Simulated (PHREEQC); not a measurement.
Make-up at 25 °C: 0.057 mol/kgw Na2SeO3, 0.00011 mol/kgw NH3 and 0.00095 mol/kgw Na2HAsO4. Closed to the air; pH follows from the charge balance.

Model: ion-association model, wateq4f.dat, run in PHREEQC.

This is a speciation only: nothing precipitates in the calculation.

Question: What pH does the model give?

Answer: pH 10.28.

Question: In which forms is N present?

Answer: NH3 89 %, NH4+ 11 % of the N.

Species that the database lacks are ignored.
